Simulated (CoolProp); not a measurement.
Vapour-liquid equilibrium of propylene (1) + R114 (2) at 0.727 MPa; x and y are mole fractions of (1).

The numbers come from the multi-fluid Helmholtz-energy mixture model, Lemmon 2013 and Platzer 1990; pair parameters Bell 2016 in CoolProp. This equation is an older, rougher fit; its heat capacities, sound speeds and derivatives of the liquid may be far off and weren't checked against measurements.

```json
[
 {"x": "0.05", "bubble temperature, mixture model (°C)": "62.4", "bubble temperature, Raoult's law (°C)": "63.0", "y, mixture model": "0.170", "y, Raoult's law": "0.185"},
 {"x": "0.125", "bubble temperature, mixture model (°C)": "52.9", "bubble temperature, Raoult's law (°C)": "54.7", "y, mixture model": "…", "y, Raoult's law": "0.390"},
 {"x": "0.2", "bubble temperature, mixture model (°C)": "44.7", "bubble temperature, Raoult's law (°C)": "47.7", "y, mixture model": "0.527", "y, Raoult's law": "0.538"},
 {"x": "0.275", "bubble temperature, mixture model (°C)": "37.9", "bubble temperature, Raoult's law (°C)": "41.6", "y, mixture model": "0.635", "y, Raoult's law": "0.647"},
 {"x": "0.35", "bubble temperature, mixture model (°C)": "32.2", "bubble temperature, Raoult's law (°C)": "36.3", "y, mixture model": "…", "y, Raoult's law": "0.729"},
 {"x": "0.425", "bubble temperature, mixture model (°C)": "27.6", "bubble temperature, Raoult's law (°C)": "31.5", "y, mixture model": "0.772", "y, Raoult's law": "0.792"},
 {"x": "0.5", "bubble temperature, mixture model (°C)": "23.8", "bubble temperature, Raoult's law (°C)": "27.3", "y, mixture model": "0.817", "y, Raoult's law": "0.841"},
 {"x": "0.575", "bubble temperature, mixture model (°C)": "…", "bubble temperature, Raoult's law (°C)": "23.5", "y, mixture model": "0.852", "y, Raoult's law": "0.880"},
 {"x": "0.65", "bubble temperature, mixture model (°C)": "17.8", "bubble temperature, Raoult's law (°C)": "20.1", "y, mixture model": "0.882", "y, Raoult's law": "0.912"},
 {"x": "0.725", "bubble temperature, mixture model (°C)": "15.3", "bubble temperature, Raoult's law (°C)": "17.0", "y, mixture model": "0.908", "y, Raoult's law": "0.938"},
 {"x": "0.8", "bubble temperature, mixture model (°C)": "13.1", "bubble temperature, Raoult's law (°C)": "14.1", "y, mixture model": "0.933", "y, Raoult's law": "0.959"},
 {"x": "0.875", "bubble temperature, mixture model (°C)": "…", "bubble temperature, Raoult's law (°C)": "11.5", "y, mixture model": "0.957", "y, Raoult's law": "0.977"},
 {"x": "0.95", "bubble temperature, mixture model (°C)": "8.9", "bubble temperature, Raoult's law (°C)": "9.1", "y, mixture model": "0.982", "y, Raoult's law": "0.991"}
]
```

Question: Complete the blanks.

Answer: 
- 0.125, y, mixture model: 0.376
- 0.35, y, mixture model: 0.714
- 0.575, bubble temperature, mixture model (°C): 20.6
- 0.875, bubble temperature, mixture model (°C): 11.0

The largest gap from Raoult's law is -4.1 K in bubble temperature, at x = 0.35. No azeotrope shows between x = 0.05 and 0.95.

Pair parameters are fitted to limited data, so mixtures are less certain than the pure fluids.
